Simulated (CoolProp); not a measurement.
Vapour-liquid equilibrium of ethylene (1) + ethane (2) at 199.2 K; x and y are mole fractions of (1).

The numbers come from the multi-fluid Helmholtz-energy mixture model, Smukala 2000 and Bücker 2006; pair parameters Bell 2016 in CoolProp.

```json
[
 {"x": "0.05", "bubble pressure (kPa)": "224.2", "y at the bubble point": "0.108", "dew pressure at overall composition x (kPa)": "216.1", "liquid density (mol/L)": "17.51"},
 {"x": "0.15", "bubble pressure (kPa)": "251.0", "y at the bubble point": "0.278", "dew pressure at overall composition x (kPa)": "230.4", "liquid density (mol/L)": "17.62"},
 {"x": "0.25", "bubble pressure (kPa)": "275.4", "y at the bubble point": "0.410", "dew pressure at overall composition x (kPa)": "246.3", "liquid density (mol/L)": "17.72"},
 {"x": "0.35", "bubble pressure (kPa)": "298.2", "y at the bubble point": "0.519", "dew pressure at overall composition x (kPa)": "263.9", "liquid density (mol/L)": "17.84"},
 {"x": "0.45", "bubble pressure (kPa)": "320.2", "y at the bubble point": "0.614", "dew pressure at overall composition x (kPa)": "283.4", "liquid density (mol/L)": "17.95"},
 {"x": "0.55", "bubble pressure (kPa)": "341.8", "y at the bubble point": "0.699", "dew pressure at overall composition x (kPa)": "305.1", "liquid density (mol/L)": "18.07"},
 {"x": "0.65", "bubble pressure (kPa)": "363.3", "y at the bubble point": "0.776", "dew pressure at overall composition x (kPa)": "329.0", "liquid density (mol/L)": "18.19"},
 {"x": "0.75", "bubble pressure (kPa)": "385.0", "y at the bubble point": "0.847", "dew pressure at overall composition x (kPa)": "355.8", "liquid density (mol/L)": "18.32"},
 {"x": "0.85", "bubble pressure (kPa)": "407.1", "y at the bubble point": "0.913", "dew pressure at overall composition x (kPa)": "385.9", "liquid density (mol/L)": "18.44"},
 {"x": "0.95", "bubble pressure (kPa)": "429.4", "y at the bubble point": "0.972", "dew pressure at overall composition x (kPa)": "420.8", "liquid density (mol/L)": "18.56"}
]
```

No azeotrope shows between x = 0.05 and 0.95.

Pair parameters are fitted to limited data, so mixtures are less certain than the pure fluids.
